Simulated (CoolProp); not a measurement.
C2F6 (R116) at 340.41 K and 1.29 MPa flows at 0.44 m/s in a round tube of 50 mm bore and 45 µm roughness, fully developed (64/Re and Nu = 3.66 if laminar; Colebrook and Gnielinski if turbulent). Each further row changes one setting.

Computed with CoolProp (reference Helmholtz-energy equation of state, Lemmon 2006). It is a short technical equation, of lower accuracy than the large ones.

```json
[
 {"case": "as stated", "Reynolds number": "91000", "Darcy friction factor": "0.0220", "pressure drop (Pa/m)": "2.94", "heat-transfer coefficient (W/(m² K))": "80.6", "mass flow (kg/h)": "214"},
 {"case": "velocity 0.88 m/s", "Reynolds number": "182000", "Darcy friction factor": "0.0208", "pressure drop (Pa/m)": "11.1", "heat-transfer coefficient (W/(m² K))": "152", "mass flow (kg/h)": "429"},
 {"case": "diameter 100 mm", "Reynolds number": "182000", "Darcy friction factor": "0.0187", "pressure drop (Pa/m)": "1.25", "heat-transfer coefficient (W/(m² K))": "68.3", "mass flow (kg/h)": "858"}
]
```

Viscosity comes from a separate model (Huber 2003), an estimate that may be off by 10 % or more. Thermal conductivity comes from a separate model (Huber 2003), an estimate that may be off by 10 % or more.
